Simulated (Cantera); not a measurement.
A closed system holds: 1 mol HgO, 15 mol N2, held at 1.33 mbar.

Cantera equilibrium calculation (NASA polynomials, part measured and part estimated; ideal gas, pure solids and liquids). Candidate condensed phases: Hg, HgO; 10 gas species. Rates play no part. All values below are at 1123 K.

Base state: N2 0.909, Hg 0.0606, O2 0.0303, NO 4.25e-5 (mole fractions); condensed: gas only.

Problem. What changes in the equilibrium state with this change: HgO replaced by Pb?

Solution. 
| species | before | after |
|---|---|---|
| N2 | 0.909 | 0.938 |
| Pb | 0 | 0.0625 |
| Hg | 0.0606 | 0 |
| O2 | 0.0303 | 0 |
| NO | 4.25e-5 | 0 |
Further candidate phases: Pb.
